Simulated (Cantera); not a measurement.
What does this Cantera script print?

```python
import numpy as np
import cantera as ct

gas = ct.Solution("gri30.yaml")
gas.TPX = 650, 100000, {'CH3OH': 1, 'O2': 1, 'N2': 3.76}
flame = ct.FreeFlame(gas, width=0.04)
flame.set_refine_criteria(ratio=3, slope=0.08, curve=0.16)
flame.transport_model = "mixture-averaged"
flame.solve(loglevel=0, auto=True)
z, T = flame.grid, flame.T
thick = (T[-1] - T[0]) / np.gradient(T, z).max()
show = ['CH3OH', 'O2', 'H2', 'C2H6', 'C2H4', 'C2H2']
print(f"laminar burning velocity  {flame.velocity[0] * 100:.3f} cm/s")
print(f"burnt temperature         {T[-1]:.1f} K")
print(f"thermal thickness         {thick * 1e3:.4f} mm")
print(f"grid points               {len(z)}")
z0 = z[flame.heat_release_rate.argmax()]
print(f"{'z/mm':>9s}{'T/K':>9s}{'u/(m/s)':>9s}" + "".join(f"{s:>11s}" for s in show))
rows = []
for k in (-3, -2, -1.5, -1, -0.5, -0.25, 0, 0.25, 0.5, 1, 2, 4, 8):
    zz = z0 + k * thick
    rows.append([k * thick, np.interp(zz, z, T), np.interp(zz, z, flame.velocity),
                 *(np.interp(zz, z, flame.X[gas.species_index(s)]) for s in show)])
    print(f"{rows[-1][0] * 1e3:9.3f}{rows[-1][1]:9.1f}{rows[-1][2]:9.3f}" + "".join(f"{x:11.3e}" for x in rows[-1][3:]))
```

It prints:

```
laminar burning velocity  171.629 cm/s
burnt temperature         2205.7 K
thermal thickness         0.2169 mm
grid points               139
     z/mm      T/K  u/(m/s)      CH3OH         O2         H2       C2H6       C2H4       C2H2
   -0.651    650.4    1.727  1.726e-01  1.726e-01  5.714e-03  6.546e-11  4.650e-10  3.630e-10
   -0.434    653.9    1.751  1.710e-01  1.708e-01  1.422e-02  9.378e-10  5.898e-09  4.448e-09
   -0.325    666.8    1.803  1.686e-01  1.680e-01  2.350e-02  5.744e-09  3.237e-08  2.376e-08
   -0.217    737.8    2.038  1.603e-01  1.594e-01  3.957e-02  5.199e-08  2.508e-07  1.776e-07
   -0.108   1062.7    3.084  1.201e-01  1.266e-01  6.394e-02  4.898e-07  1.977e-06  1.357e-06
   -0.054   1401.8    4.242  6.799e-02  9.125e-02  7.754e-02  1.256e-06  4.738e-06  3.241e-06
    0.000   1750.6    5.530  1.306e-02  5.444e-02  8.481e-02  1.871e-06  8.831e-06  6.686e-06
    0.054   1893.0    6.056  3.949e-04  3.115e-02  7.541e-02  3.987e-07  4.315e-06  7.171e-06
    0.108   1933.5    6.178  3.208e-06  1.663e-02  6.530e-02  1.411e-08  5.287e-07  3.001e-06
    0.217   1973.1    6.271  9.161e-09  5.512e-03  5.984e-02  8.120e-12  2.404e-09  1.940e-07
    0.434   2013.5    6.361  2.190e-11  2.365e-03  6.160e-02  1.019e-16  7.454e-13  1.557e-09
    0.868   2058.3    6.477  1.477e-14  1.543e-03  6.295e-02  4.474e-21  4.539e-16  1.681e-12
    1.735   2106.8    6.608  1.003e-14  9.185e-04  6.305e-02  3.614e-25  5.222e-20  2.401e-16
```

Cantera simulation using GRI-Mech 3.0 (53 species, 325 reactions); the numbers are that mechanism's predictions, not measurements. GRI-Mech 3.0 was tuned for natural gas; its chemistry of methanol as a main component is partial and can be far from experiment. Burning velocities carry a grid error of a few per cent, more on coarse grids.
